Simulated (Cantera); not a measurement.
A Cantera script and its output.

```python
import numpy as np
import cantera as ct

gas = ct.Solution("gri30.yaml")
gas.TPX = 1050, 101325, {'N2O': 1, 'H2O': 0.047}
reactor = ct.IdealGasConstPressureReactor(gas, energy="off", clone=False)
net = ct.ReactorNet([reactor])
net.rtol, net.atol = 1e-08, 1e-18
show = ['N2O', 'H2O', 'O2', 'HO2', 'H2', 'NO']
times = np.geomspace(3e-05, 100, 12)

steps = ct.SolutionArray(gas, extra=["t"])
rows = []
print(f"{'t/s':>10s}{'T/K':>9s}{'P/Pa':>11s}" + "".join(f"{s:>11s}" for s in show))
for t in times:
    while net.time < t:
        t_next = net.step()
        steps.append(gas.state, t=t_next)
    rows.append([np.interp(t, steps.t, y) for y in (steps.T, steps.P, *steps(*show).X.T)])
    print(f"{t:10.3e}{rows[-1][0]:9.1f}{rows[-1][1]:11.4g}" + "".join(f"{x:11.3e}" for x in rows[-1][2:]))
rate = np.gradient(steps.T, steps.t)
print("integrator steps:", len(steps.t))
if steps.T.max() > steps.T[0] + 200:
    print(f"time of steepest temperature rise: {steps.t[rate.argmax()]:.4e} s")
gas.TPX = 1050, 101325, {'N2O': 1, 'H2O': 0.047}
gas.equilibrate("TP")
print(f"equilibrium (TP): T = {gas.T:.1f} K  " + "  ".join(f"{s} {gas[s].X[0]:.3e}" for s in show))
```

Output:

```
       t/s      T/K       P/Pa        N2O        H2O         O2        HO2         H2         NO
 3.000e-05   1050.0  1.013e+05  9.551e-01  4.489e-02  2.395e-07  1.499e-10  1.279e-14  2.680e-08
 1.175e-04   1050.0  1.013e+05  9.551e-01  4.489e-02  1.277e-06  3.538e-09  5.873e-13  1.429e-07
 4.604e-04   1050.0  1.013e+05  9.551e-01  4.489e-02  5.372e-06  5.531e-08  1.456e-11  6.008e-07
 1.803e-03   1050.0  1.013e+05  9.550e-01  4.489e-02  2.146e-05  5.389e-07  2.228e-10  2.373e-06
 7.064e-03   1050.0  1.013e+05  9.548e-01  4.488e-02  8.563e-05  1.445e-06  2.013e-09  8.288e-06
 2.767e-02   1050.0  1.013e+05  9.540e-01  4.487e-02  3.395e-04  1.105e-06  8.285e-09  2.419e-05
 1.084e-01   1050.0  1.013e+05  9.509e-01  4.483e-02  1.330e-03  7.670e-07  1.154e-08  7.295e-05
 4.247e-01   1050.0  1.013e+05  9.388e-01  4.464e-02  5.171e-03  4.430e-07  4.746e-09  3.076e-04
 1.664e+00   1050.0  1.013e+05  8.942e-01  4.397e-02  1.957e-02  1.884e-07  2.357e-09  1.433e-03
 6.517e+00   1050.0  1.013e+05  7.479e-01  4.175e-02  6.705e-02  6.493e-08  1.547e-09  5.266e-03
 2.553e+01   1050.0  1.013e+05  4.190e-01  3.675e-02  1.745e-01  2.055e-08  9.569e-10  1.301e-02
 1.000e+02   1050.0  1.013e+05  8.829e-02  3.173e-02  2.839e-01  6.234e-09  3.447e-10  1.809e-02
integrator steps: 1422
equilibrium (TP): T = 1050.0 K  N2O 4.262e-09  H2O 3.038e-02  O2 3.232e-01  HO2 1.524e-09  H2 1.933e-11  NO 5.967e-05
```

Computed with Cantera and GRI-Mech 3.0 (53 species, 325 reactions). GRI-Mech 3.0 was tuned for natural gas; its chemistry of N2O as a main component is partial and can be far from experiment. The mechanism lacks the step 2 NO + O2 → 2 NO2, which can matter for NO2 below about 1400 K. The temperature is held fixed by assumption; the heat of reaction is taken as removed at once.
